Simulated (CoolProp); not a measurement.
Vapour-liquid equilibrium of R1234yf (1) + R134a (2) at 199.8 K; x and y are mole fractions of (1).

Model: multi-fluid Helmholtz-energy mixture model, Lemmon 2022 and Tillner-Roth 1994; pair parameters Bell 2022, in CoolProp.

| x | bubble pressure (MPa) | y at the bubble point | dew pressure at overall composition x (MPa) | liquid density (mol/L) |
|---|---|---|---|---|
| 0.05 | 0.006549 | 0.097 | 0.006386 | 14.64 |
| 0.125 | 0.006977 | 0.214 | 0.006649 | 14.39 |
| 0.2 | 0.007336 | 0.310 | 0.006923 | 14.16 |
| 0.275 | 0.007640 | ? | 0.007204 | 13.93 |
| 0.35 | 0.007898 | 0.461 | 0.007488 | 13.71 |
| 0.425 | 0.008117 | 0.525 | 0.007768 | 13.50 |
| 0.5 | 0.008304 | 0.585 | 0.008034 | 13.29 |
| 0.575 | 0.008462 | 0.643 | 0.008274 | 13.09 |
| 0.65 | 0.008592 | 0.700 | 0.008480 | 12.90 |
| 0.725 | 0.008697 | ? | 0.008641 | 12.72 |
| 0.8 | 0.008774 | 0.818 | 0.008755 | 12.54 |
| 0.875 | 0.008824 | 0.881 | 0.008821 | ? |
| 0.95 | 0.008842 | 0.950 | 0.008842 | 12.20 |

Q: Complete the blanks.

A: 
- 0.275, y at the bubble point: 0.390
- 0.725, y at the bubble point: 0.758
- 0.875, liquid density (mol/L): 12.37

No azeotrope shows between x = 0.05 and 0.95.

Pair parameters are fitted to limited data, so mixtures are less certain than the pure fluids.
